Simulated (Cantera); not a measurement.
A closed system holds: 1 mol CCl4, 0.42 mol Si, a varied amount of H2, held at 875 °C and 1.30 mbar.

These are equilibrium values from Cantera (NASA tables, ideal gas, pure condensed phases), not measurements of a reactor. Candidate condensed phases: C, C6H6, C7H8, C8H18, Si, SiC; 109 gas species. Kinetics and transport are ignored.

**Question.** At 0.41 mol H2, list the 4 most abundant gas species with their mole fractions, and the condensed phases.

**Answer.** HCl 0.403, Cl2 0.347, SiCl4 0.206, Cl 0.0438. Condensed: C(graphite).
